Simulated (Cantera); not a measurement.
## Equilibrium for hydrogen reduction and annealing atmospheres: FeS + H₂

Input: 1 mol FeS, a varied amount of H₂, at 1473.15 K and 13300 Pa.

Cantera equilibrium calculation (NASA polynomials, part measured and part estimated; ideal gas, pure solids and liquids). Candidate condensed phases: Fe, FeS, FeS₂, S; 8 gas species. Metal and sulfide melt together well below either melting point, which pure phases cannot show. Mutual solubility and eutectic melting of coexisting phases are not modelled. FeS: taken at fixed stoichiometry. The numbers say what is thermodynamically allowed, not how fast it happens.

```csv
n(H₂) (mol),log p H₂,log p H₂S,log p SH,log p S₂,log p H,log p S,n Fe(γ),n FeS(l)
15,-0.88,-2.73,-4.74,-4.93,-5.34,-6.99,0.214,0.786
23,-0.88,-2.73,-4.74,-4.93,-5.34,-6.99,0.329,0.671
34,-0.88,-2.73,-4.74,-4.93,-5.34,-6.99,0.486,0.514
52,-0.88,-2.73,-4.74,-4.93,-5.34,-6.99,0.744,0.256
78,-0.88,-2.78,-4.79,-5.03,-5.34,-7.04,1.000,0
120,-0.88,-2.96,-4.98,-5.40,-5.34,-7.23,1.000,0
180,-0.88,-3.14,-5.15,-5.75,-5.34,-7.41,1.000,0
270,-0.88,-3.31,-5.33,-6.11,-5.34,-7.58,1.000,0
410,-0.88,-3.49,-5.51,-6.47,-5.34,-7.76,1.000,0
610,-0.88,-3.67,-5.68,-6.81,-5.33,-7.94,1.000,0
```
log p: log10 of the partial pressure in bar; n: condensed amount in mol.

From 15 mol H₂ to 52 mol H₂ the condensed part is Fe(γ) + FeS(l). From 78 mol H₂ to 610 mol H₂ the condensed part is Fe(γ). The main Fe-bearing gas is Fe throughout.
